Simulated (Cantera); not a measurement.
# Thermodynamics of carbothermic reduction, feed MgO + CO + CH4

Feed: 1 mol MgO, 0.55 mol CO, 0.91 mol CH4, equilibrated at 1800 Pa.

Equilibrium computed with Cantera from the NASA thermochemical tables; the gas is ideal and each condensed phase is pure. Candidate condensed phases: C, C6H6, C7H8, C8H18, H2O, Mg, MgCO3, MgO, Mg(OH)2; 116 gas species. The tables' values for MgH are old estimates; treat these amounts as uncertain. Equilibrium is a limit: real reactors are often held back by kinetics, nucleation or transport.

From 1798 K to 2073 K the condensed part is MgO(s). The main Mg-bearing gas is Mg throughout. The share of Mg in condensed phases is highest at 1798 K (9.0 %) and lowest at 2073 K (6.8 %).

```json
[
 {"T (K)": "1798", "x H2": "0.433", "x CO": "0.348", "x Mg": "0.217", "x H": "0.00173", "x H2O": "6.71e-5", "x CO2": "1.42e-5", "x MgH": "0.000259", "x MgOH": "2.87e-6", "n MgO(s)": "0.0896"},
 {"T (K)": "1823", "x H2": "0.433", "x CO": "0.348", "x Mg": "0.217", "x H": "0.00212", "x H2O": "0.000104", "x CO2": "2.14e-5", "x MgH": "0.000264", "x MgOH": "4.21e-6", "n MgO(s)": "0.0895"},
 {"T (K)": "1848", "x H2": "0.432", "x CO": "0.348", "x Mg": "0.217", "x H": "0.00260", "x H2O": "0.000159", "x CO2": "3.20e-5", "x MgH": "0.000268", "x MgOH": "6.10e-6", "n MgO(s)": "0.0892"},
 {"T (K)": "1873", "x H2": "0.432", "x CO": "0.348", "x Mg": "0.217", "x H": "0.00316", "x H2O": "0.000241", "x CO2": "4.73e-5", "x MgH": "0.000273", "x MgOH": "8.77e-6", "n MgO(s)": "0.0888"},
 {"T (K)": "1898", "x H2": "0.431", "x CO": "0.348", "x Mg": "0.217", "x H": "0.00382", "x H2O": "0.000360", "x CO2": "6.91e-5", "x MgH": "0.000278", "x MgOH": "1.25e-5", "n MgO(s)": "0.0881"},
 {"T (K)": "1923", "x H2": "0.430", "x CO": "0.347", "x Mg": "0.217", "x H": "0.00461", "x H2O": "0.000532", "x CO2": "0.000100", "x MgH": "0.000282", "x MgOH": "1.75e-5", "n MgO(s)": "0.0873"},
 {"T (K)": "1948", "x H2": "0.429", "x CO": "0.347", "x Mg": "0.217", "x H": "0.00552", "x H2O": "0.000778", "x CO2": "0.000143", "x MgH": "0.000287", "x MgOH": "2.45e-5", "n MgO(s)": "0.0860"},
 {"T (K)": "1973", "x H2": "0.428", "x CO": "0.347", "x Mg": "0.217", "x H": "0.00658", "x H2O": "0.00112", "x CO2": "0.000203", "x MgH": "0.000291", "x MgOH": "3.38e-5", "n MgO(s)": "0.0843"},
 {"T (K)": "1998", "x H2": "0.426", "x CO": "0.346", "x Mg": "0.218", "x H": "0.00781", "x H2O": "0.00161", "x CO2": "0.000285", "x MgH": "0.000296", "x MgOH": "4.64e-5", "n MgO(s)": "0.0818"},
 {"T (K)": "2023", "x H2": "0.424", "x CO": "0.346", "x Mg": "0.218", "x H": "0.00922", "x H2O": "0.00227", "x CO2": "0.000397", "x MgH": "0.000300", "x MgOH": "6.30e-5", "n MgO(s)": "0.0784"},
 {"T (K)": "2048", "x H2": "0.422", "x CO": "0.345", "x Mg": "0.219", "x H": "0.0108", "x H2O": "0.00318", "x CO2": "0.000547", "x MgH": "0.000304", "x MgOH": "8.49e-5", "n MgO(s)": "0.0738"},
 {"T (K)": "2073", "x H2": "0.418", "x CO": "0.344", "x Mg": "0.220", "x H": "0.0127", "x H2O": "0.00440", "x CO2": "0.000746", "x MgH": "0.000309", "x MgOH": "0.000113", "n MgO(s)": "0.0676"}
]
```
x: gas mole fraction; n: condensed amount in mol.
